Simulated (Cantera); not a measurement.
Charge: 1 mol FeS2, 1900 mol H2, 3.3 mol N2, at 925 K and 1.33 mbar.

These are equilibrium values from Cantera (NASA tables, ideal gas, pure condensed phases), not measurements of a reactor. Candidate condensed phases: Fe, FeS, FeS2, S; 16 gas species. FeS: taken at fixed stoichiometry. The numbers say what is thermodynamically allowed, not how fast it happens.

Base state: H2 0.998, N2 0.00173, H2S 0.000580 (mole fractions); condensed: Fe(α) + FeS(s).

Task: What changes in the equilibrium state with this change: H2 from 1900 to 1.2 mol?

Result: 
```tsv
species	before	after
N2	0.00173	0.716
H2S	0.000580	0.169
H2	0.998	0.0915
S2	2.39e-9	0.0240
SH	1.93e-8	1.86e-5
Fe(α), mol	0.104	0
FeS(s), mol	0.896	1.00
```
Gases not in the tables: S3 to S7.
